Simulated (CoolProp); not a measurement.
Vapour-liquid equilibrium of n-hexane (1) + toluene (2) at 110.05 °C; x and y are mole fractions of (1).

Values from CoolProp's multi-fluid Helmholtz-energy mixture model, Thol 2019 and Lemmon 2006; pair parameters Bell 2016.

```tsv
x	bubble pressure, mixture model (MPa)	bubble pressure, Raoult's law (MPa)	y, mixture model	y, Raoult's law
0.05	0.1162	0.1106	0.178	0.143
0.2	0.1584	0.1431	0.475	0.442
0.35	0.1932	0.1756	0.633	0.631
0.5	0.2237	0.2081	0.741	0.760
0.65	0.2520	0.2406	0.827	0.855
0.8	0.2795	0.2731	0.904	0.927
0.95	0.3071	0.3056	0.976	0.984
```

The largest gap from Raoult's law is +10.7 % in bubble pressure, at x = 0.2. No azeotrope shows between x = 0.05 and 0.95.

Pair parameters are fitted to limited data, so mixtures are less certain than the pure fluids.
